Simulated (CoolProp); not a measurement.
Decamethylcyclopentasiloxane (D5) along the isobar 0.871 MPa: Z from the reference equation and from simpler models built on Tc = 618.3 K, pc = 1.078 MPa, ω = 0.631; each cubic takes its own stable root.

Model: reference Helmholtz-energy equation of state, Thol 2019, in CoolProp.

```tsv
T (K)	phase	reference	Redlich-Kwong	Soave-Redlich-Kwong
559.9	liquid	0.1100	0.1457	0.1312
563.7	liquid	0.1107	0.1473	0.1326
567.5	liquid	0.1114	0.1490	0.1341
571.2	liquid	0.1122	0.1510	0.1358
575	liquid	(withheld)	0.1533	0.1378
578.8	liquid	(withheld)	0.1559	0.1401
582.5	liquid	0.1156	0.1590	0.1427
586.3	liquid	0.1171	0.1628	(withheld)
590.1	liquid	0.1189	0.1675	0.1496
593.8	liquid	0.1212	(withheld)	0.1541
597.6	liquid	0.1241	0.5421	(withheld)
601.4	liquid	0.1281	0.5643	0.1684
605.2	gas	0.5210	0.5830	0.5552
608.9	gas	0.5507	0.5990	0.5819
612.7	gas	0.5754	0.6136	(withheld)
```

### Question
Some entries are withheld; supply them.

### Answer

- 575, reference: 0.1132
- 578.8, reference: 0.1143
- 586.3, Soave-Redlich-Kwong: 0.1458
- 593.8, Redlich-Kwong: 0.1736
- 597.6, Soave-Redlich-Kwong: 0.1601
- 612.7, Soave-Redlich-Kwong: 0.6047

At some of these states Redlich-Kwong gives the other phase, because its saturation line lies elsewhere.
